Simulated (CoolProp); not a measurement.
Values from CoolProp's reference Helmholtz-energy equation of state, Span 2000.

Q: For nitrogen, give the phase and the viscosity (µPa s), conductivity (mW/(m K)) at 89.3 K and 101 kPa; 215.3 K and 101 kPa; 226.7 K and 101 kPa.

A: 
- 89.3 K and 101 kPa: gas; viscosity 6.25, conductivity 8.35
- 215.3 K and 101 kPa: gas; viscosity 13.7, conductivity 19.5
- 226.7 K and 101 kPa: gas; viscosity 14.3, conductivity 20.4

Viscosity comes from a separate model (Lemmon 2004). Thermal conductivity comes from a separate model (Lemmon 2004).
